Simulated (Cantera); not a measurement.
## Equilibrium for silicon oxide and oxynitride deposition: HMDSO + O2 + H2

A closed system holds: 1 mol HMDSO, a varied amount of O2, 8 mol H2, equilibrated at 1298 K and 10.0 mbar.

Equilibrium computed with Cantera from the NASA thermochemical tables; the gas is ideal and each condensed phase is pure. Candidate condensed phases: C, C6H6, C7H8, C8H18, H2O, Si, SiC, SiO2; 123 gas species. The feed counts by its element totals alone. Mutual solubility and eutectic melting of coexisting phases are not modelled. The tables hold silica as quartz up to 1696 K and as liquid above; real silica turns to tridymite and cristobalite and melts near 1996 K. Kinetics and transport are ignored.

From 0.32 mol O2 to 1.4 mol O2 the condensed part is C(graphite) + SiC(s) + SiO2(β-quartz). At 2.8 mol O2 the condensed part is C(graphite) + SiO2(β-quartz). From 5.7 mol O2 to 24 mol O2 the condensed part is SiO2(β-quartz).

| n(O2) (mol) | x H2 | x H2O | x O2 | x CO | x CO2 | n C(graphite) | n SiC(s) | n SiO2(β-quartz) |
|---|---|---|---|---|---|---|---|---|
| 0.32 | 0.946 | 4.70e-6 | <1e-12 | 0.0534 | 1.51e-7 | 3.38 | 1.66 | 0.340 |
| 0.66 | 0.946 | 4.70e-6 | <1e-12 | 0.0534 | 1.51e-7 | 3.72 | 1.32 | 0.680 |
| 1.4 | 0.946 | 4.70e-6 | <1e-12 | 0.0534 | 1.51e-7 | 4.46 | 0.579 | 1.42 |
| 2.8 | 0.867 | 1.07e-5 | <1e-12 | 0.133 | 9.32e-7 | 3.40 | 0 | 2.00 |
| 5.7 | 0.653 | 0.0861 | <1e-12 | 0.243 | 0.0182 | 0 | 0 | 2.00 |
| 12 | 0.232 | 0.507 | 3.36e-12 | 0.116 | 0.145 | 0 | 0 | 2.00 |
| 24 | 9.04e-7 | 0.548 | 0.258 | 5.60e-7 | 0.194 | 0 | 0 | 2.00 |
x: gas mole fraction; n: condensed amount in mol.
